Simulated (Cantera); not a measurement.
## Equilibrium for chlorosilane synthesis and conversion: Si + Cl2 + H2

Input: 1 mol Si, 0.51 mol Cl2, 1.8 mol H2, at 1173.15 K.

Equilibrium computed with Cantera from the NASA thermochemical tables; the gas is ideal and each condensed phase is pure. Candidate condensed phases: Si; 19 gas species. The tables' values for SiCl3 are old estimates; treat these amounts as uncertain. Gases not in the tables: Si2H6 and higher silanes. Equilibrium is a limit: real reactors are often held back by kinetics, nucleation or transport.

From 0.100 bar to 30.0 bar the condensed part is Si(s). The main Si-bearing gas is SiCl4 at 0.100 bar and SiHCl3 at 30.0 bar. The share of Si in condensed phases is highest at 0.100 bar (74.9 %) and lowest at 30.0 bar (69.7 %).

| P (Pa) | x H2 | x SiCl4 | x SiHCl3 | x HCl | x SiH2Cl2 | x SiCl2 | x SiCl3 | x SiH3Cl | n Si(s) |
|---|---|---|---|---|---|---|---|---|---|
| 10000 | 0.817 | 0.0760 | 0.0229 | 0.0632 | 0.000885 | 0.0111 | 0.00926 | 9.28e-6 | 0.749 |
| 23000 | 0.825 | 0.0780 | 0.0289 | 0.0519 | 0.00137 | 0.00742 | 0.00766 | 1.77e-5 | 0.744 |
| 51000 | 0.831 | 0.0780 | 0.0354 | 0.0427 | 0.00206 | 0.00499 | 0.00628 | 3.25e-5 | 0.738 |
| 120000 | 0.835 | 0.0763 | 0.0432 | 0.0343 | 0.00314 | 0.00321 | 0.00499 | 6.19e-5 | 0.731 |
| 260000 | 0.837 | 0.0732 | 0.0510 | 0.0281 | 0.00454 | 0.00214 | 0.00399 | 0.000110 | 0.724 |
| 590000 | 0.838 | 0.0687 | 0.0597 | 0.0225 | 0.00663 | 0.00138 | 0.00310 | 0.000200 | 0.716 |
| 1300000 | 0.837 | 0.0633 | 0.0683 | 0.0181 | 0.00944 | 0.000890 | 0.00239 | 0.000354 | 0.707 |
| 3000000 | 0.835 | 0.0567 | 0.0774 | 0.0143 | 0.0135 | 0.000554 | 0.00179 | 0.000643 | 0.697 |
x: gas mole fraction; n: condensed amount in mol.
